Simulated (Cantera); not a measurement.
# SiH4 + HCl + H2 (silicon epitaxy and polysilicon growth)

Charge: 1 mol SiH4, 1.1 mol HCl, 650 mol H2, held at 0.670 bar.

Equilibrium computed with Cantera from the NASA thermochemical tables; the gas is ideal and each condensed phase is pure. Candidate condensed phases: Si; 19 gas species. Gases not in the tables: Si2H6 and higher silanes. Equilibrium is a limit: real reactors are often held back by kinetics, nucleation or transport.

```
T (K)   x H2     x HCl       x H  x SiHCl3  x SiH2Cl2   x SiCl4    x SiH2  x SiCl2  n Si(s)  n Si(l)
-----  -----  --------  --------  --------  ---------  --------  --------  -------  -------  -------
873    0.999  0.000616  5.71e-11  0.000222    7.01e-5   6.38e-5  1.37e-12  4.82e-7    0.764        0
973    0.999   0.00125   1.32e-9   8.76e-5    4.12e-5   1.95e-5  4.18e-11  2.51e-6    0.897        0
1073   0.998   0.00159   1.71e-8   1.53e-5    1.38e-5   1.99e-6  6.76e-10  4.91e-6    0.974        0
1173   0.998   0.00165   1.44e-7   2.26e-6    4.07e-6   1.61e-7   6.80e-9  6.23e-6    0.990        0
1273   0.998   0.00166   8.70e-7   4.16e-7    1.38e-6   1.74e-8   4.75e-8  7.17e-6    0.993        0
1373   0.998   0.00167   4.06e-6   9.72e-8    5.45e-7   2.56e-9   2.50e-7  8.00e-6    0.993        0
1473   0.998   0.00167   1.54e-5   2.77e-8    2.44e-7  4.92e-10   1.05e-6  8.73e-6    0.993        0
1573   0.998   0.00166   4.96e-5   9.27e-9    1.22e-7  1.17e-10   3.66e-6  9.40e-6    0.990        0
1673   0.998   0.00166  0.000139   3.54e-9    6.58e-8  3.29e-11   1.10e-5  9.99e-6    0.984        0
1773   0.998   0.00166  0.000347   1.29e-9    3.24e-8  9.15e-12   2.46e-5  8.92e-6        0    0.973
```
x: gas mole fraction; n: condensed amount in mol.

From 873 K to 1673 K the condensed part is Si(s). At 1773 K the condensed part is Si(l). The main Si-bearing gas is SiHCl3 at 873 K and SiH2 at 1773 K.
